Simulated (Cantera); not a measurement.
An isothermal, constant-pressure homogeneous reactor starts with 6.61 % CH4, 92.6 % N2, 0.794 % H2O, at 1748 K and 0.0132 atm.

Computed with Cantera and GRI-Mech 3.0 (53 species, 325 reactions). GRI-Mech 3.0 stops at C3 and has no aromatics, soot or wall deposition, so with more carbon than oxygen in the feed, carbon stays in small species such as C2H2 where larger ones or solid carbon would form. Radical loss at walls, strong at low pressure, is not modelled.

Problem. Predict: x(CH4) at 10.0 s; x(C2H2) at 10.0 s; x(H) at 10.0 s; x(C2H) at 10.0 s; x(C2H4) at 10.0 s; x(CH2) at 10.0 s; x(H2) at 10.0 s.

Solution. 
- x(CH4) at 10.0 s: 0.000375 (gas-phase equilibrium 2.93e-6)
- x(C2H2) at 10.0 s: 0.0276 (gas-phase equilibrium 0.00597)
- x(H) at 10.0 s: 0.000551 (gas-phase equilibrium 0.000640)
- x(C2H) at 10.0 s: 1.06e-6 (gas-phase equilibrium 2.58e-7)
- x(C2H4) at 10.0 s: 1.74e-6 (gas-phase equilibrium 2.76e-7)
- x(CH2) at 10.0 s: 2.48e-7 (gas-phase equilibrium 2.46e-9)
- x(H2) at 10.0 s: 0.101 (gas-phase equilibrium 0.103)
